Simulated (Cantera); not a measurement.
## Thermodynamics of aluminium and copper etching, feed Al + I2 + N2

Charge: 1 mol Al, 4.6 mol I2, 0.62 mol N2, at 0.0690 bar.

Cantera equilibrium calculation (NASA polynomials, part measured and part estimated; ideal gas, pure solids and liquids). Candidate condensed phases: Al, AlI3, AlN, I2; 10 gas species. Equilibrium is a limit: real reactors are often held back by kinetics, nucleation or transport.

```json
[
 {"T (K)": "600", "x I": "0.000377", "x I2": "0.678", "x AlI3": "0.153", "x N2": "0.136", "x Al2I6": "0.0330", "x AlI": "<1e-12"},
 {"T (K)": "700", "x I": "0.00330", "x I2": "0.656", "x AlI3": "0.205", "x N2": "0.132", "x Al2I6": "0.00371", "x AlI": "<1e-12"},
 {"T (K)": "800", "x I": "0.0169", "x I2": "0.643", "x AlI3": "0.209", "x N2": "0.130", "x Al2I6": "0.000501", "x AlI": "<1e-12"},
 {"T (K)": "900", "x I": "0.0590", "x I2": "0.608", "x AlI3": "0.205", "x N2": "0.127", "x Al2I6": "0.000101", "x AlI": "6.67e-12"},
 {"T (K)": "1000", "x I": "0.154", "x I2": "0.529", "x AlI3": "0.196", "x N2": "0.121", "x Al2I6": "2.70e-5", "x AlI": "5.22e-10"},
 {"T (K)": "1100", "x I": "0.310", "x I2": "0.400", "x AlI3": "0.179", "x N2": "0.111", "x Al2I6": "8.44e-6", "x AlI": "2.07e-8"},
 {"T (K)": "1200", "x I": "0.493", "x I2": "0.248", "x AlI3": "0.160", "x N2": "0.0989", "x Al2I6": "3.00e-6", "x AlI": "5.41e-7"},
 {"T (K)": "1300", "x I": "0.640", "x I2": "0.127", "x AlI3": "0.144", "x N2": "0.0893", "x Al2I6": "1.25e-6", "x AlI": "1.11e-5"},
 {"T (K)": "1400", "x I": "0.723", "x I2": "0.0580", "x AlI3": "0.135", "x N2": "0.0839", "x Al2I6": "6.27e-7", "x AlI": "0.000185"}
]
```
x: gas mole fraction; nothing condenses.

From 600 K to 1400 K nothing is condensed. The main Al-bearing gas is AlI3 throughout.
